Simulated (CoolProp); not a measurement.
Properties of carbon dioxide along the isotherm 361.35 °C.

The numbers come from the reference Helmholtz-energy equation of state, Span 1996 in CoolProp.

| p (kPa) | phase | density (kg/m³) | cv (kJ/(kg K)) | speed of sound (m/s) |
|---|---|---|---|---|
| 851 | gas | 7.109 | 0.9062 | 380.9 |
| 1700 | gas | 14.22 | 0.9073 | 381.2 |
| 2550 | gas | 21.36 | 0.9084 | 381.5 |
| 3400 | gas | 28.51 | 0.9095 | 382.0 |
| 4260 | gas | 35.75 | 0.9106 | 382.4 |
| 5110 | gas | 42.92 | 0.9116 | 382.9 |
| 5960 | gas | 50.10 | 0.9127 | 383.5 |
| 6810 | gas | 57.29 | 0.9138 | 384.1 |
| 7660 | supercritical | 64.48 | 0.9148 | 384.8 |
| 8510 | supercritical | 71.68 | 0.9158 | 385.5 |
| 9360 | supercritical | 78.87 | 0.9169 | 386.3 |
| 10200 | supercritical | 85.98 | 0.9179 | 387.1 |
| 11100 | supercritical | 93.59 | 0.9189 | 388.0 |
